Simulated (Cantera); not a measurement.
A perfectly stirred reactor is fed with CH4 : H2 : O2 : N2 = 1 : 0.84 : 1.73 : 6.5 (molar parts), equivalence ratio 1.4, at 1.01 bar; it is adiabatic with a 575 K inlet, and is followed from long to short residence time, starting on the burning branch (τ in s: 0.3, 0.097, 0.031, 0.01, 0.0032, 0.001, 0.00033, 0.00011, 3.4e-05).

Model: GRI-Mech 3.0 (53 species, 325 reactions), integrated in Cantera.

Q: Predict: blow-out, bracketed by the residence times tried; x(CH4) at τ = 0.300 s; x(H2) at τ = 0.300 s; x(O2) at τ = 0.300 s; x(CO2) at τ = 0.300 s; x(C2H2) at τ = 0.300 s; x(CH4) at τ = 3.20 ms; x(H2) at τ = 3.20 ms; x(O2) at τ = 3.20 ms; x(CO2) at τ = 3.20 ms; x(C2H2) at τ = 3.20 ms.

A: 
- blow-out, bracketed by the residence times tried: burning at 0.110 ms, out at 34.0 µs
- x(CH4) at τ = 0.300 s: 9.41e-6
- x(H2) at τ = 0.300 s: 0.0700
- x(O2) at τ = 0.300 s: 3.96e-5
- x(CO2) at τ = 0.300 s: 0.0338
- x(C2H2) at τ = 0.300 s: 4.10e-8
- x(CH4) at τ = 3.20 ms: 7.64e-5
- x(H2) at τ = 3.20 ms: 0.0693
- x(O2) at τ = 3.20 ms: 0.000685
- x(CO2) at τ = 3.20 ms: 0.0337
- x(C2H2) at τ = 3.20 ms: 2.22e-6
